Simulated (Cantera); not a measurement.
Input: 1 mol C2H2, 71 mol H2, at 600 K and 99.0 Pa.

These are equilibrium values from Cantera (NASA tables, ideal gas, pure condensed phases), not measurements of a reactor. Candidate condensed phases: C, C6H6, C7H8, C8H18; 76 gas species. The numbers say what is thermodynamically allowed, not how fast it happens.

What is the equilibrium state?


- x(H2) = 0.971
- x(CH4) = 0.0286
- gas amount = 70.00 mol
- log10 activity of C(graphite) (absent) = -0.49
